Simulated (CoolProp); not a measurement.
R236FA at 256.24 K and 0.528 MPa flows at 0.2 m/s in a round tube of 10 mm bore and 15 µm roughness, fully developed (64/Re and Nu = 3.66 if laminar; Colebrook and Gnielinski if turbulent). Each further row changes one setting.

The numbers come from the reference Helmholtz-energy equation of state, Pan 2012 in CoolProp.

```csv
case,Reynolds number,Darcy friction factor,pressure drop (Pa/m),heat-transfer coefficient (W/(m² K)),mass flow (kg/h)
as stated,___,0.0375,___,___,84.5
velocity 0.4 m/s,11700,0.0320,___,822,169
diameter 20 mm,11700,___,46.1,___,338
```

**Question.** Fill in the missing entries.

**Answer.** 
- as stated, Reynolds number: 5870
- as stated, pressure drop (Pa/m): 112
- as stated, heat-transfer coefficient (W/(m² K)): 414
- velocity 0.4 m/s, pressure drop (Pa/m): 382
- diameter 20 mm, Darcy friction factor: 0.0308
- diameter 20 mm, heat-transfer coefficient (W/(m² K)): 401

Viscosity comes from a separate model (Huber 2003), an estimate that may be off by 10 % or more. Thermal conductivity comes from a separate model (Huber 2003), an estimate that may be off by 10 % or more.
